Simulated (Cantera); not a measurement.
NO annealing gas

An isothermal, constant-pressure homogeneous reactor starts with 74.2 % NO, 21.5 % N2, 4.30 % H2O, at 1550 K and 1050 Torr.

Cantera simulation using GRI-Mech 3.0 (53 species, 325 reactions); the numbers are that mechanism's predictions, not measurements.

| t (s) | x NO | x O2 | x N2 | x N2O | x O |
|---|---|---|---|---|---|
| 0.000300 | 0.742 | 2.87e-9 | 0.215 | 3.92e-6 | 3.50e-8 |
| 0.00123 | 0.742 | 5.33e-8 | 0.215 | 1.55e-5 | 5.00e-8 |
| 0.00506 | 0.742 | 1.52e-6 | 0.215 | 5.51e-5 | 1.08e-7 |
| 0.0208 | 0.741 | 4.80e-5 | 0.215 | 0.000133 | 2.90e-7 |
| 0.0855 | 0.739 | 0.000764 | 0.216 | 0.000162 | 4.63e-7 |
| 0.351 | 0.732 | 0.00413 | 0.220 | 0.000159 | 6.15e-7 |
| 1.44 | 0.705 | 0.0175 | 0.233 | 0.000146 | 9.95e-7 |
| 5.93 | 0.611 | 0.0640 | 0.280 | 0.000109 | 1.75e-6 |
| 24.3 | 0.393 | 0.173 | 0.389 | 4.47e-5 | 2.79e-6 |
| 100 | 0.156 | 0.292 | 0.508 | 7.04e-6 | 3.61e-6 |
x: mole fraction; the columns are a selection and need not sum to one.

Equilibrium at this temperature and pressure: NO 0.00178, O2 0.370, N2 0.585, N2O 1.10e-7, O 4.05e-6 (gas phase only).
